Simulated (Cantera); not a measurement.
Thermodynamics of silicon oxide and oxynitride deposition, feed SiH2Cl2 + O3 + N2

Charge: 1 mol SiH2Cl2, 0.46 mol O3, 2.5 mol N2, at 600 °C and 0.210 Torr.

Equilibrium computed with Cantera from the NASA thermochemical tables; the gas is ideal and each condensed phase is pure. Candidate condensed phases: H2O, NH4Cl, Si, SiO2, Si2N2O, Si3N4; 47 gas species. N2 is the only nitrogen source here; it is nearly inert below about 1500 K, so the nitride shown seldom forms there in practice. Kinetics and transport are ignored.

The x(N2) comes out as 0.538, the x(HCl) is 0.448 and the x(H2) comes out as 0.00906. The x(SiCl4) is 0.00453. The n(SiO2(β-quartz)) is 0.593 mol and the n(Si2N2O(s)) is 0.194 mol. The gas amount comes out as 4.287 mol. The log10 activity of Si(s) (absent) comes out as -10.30.
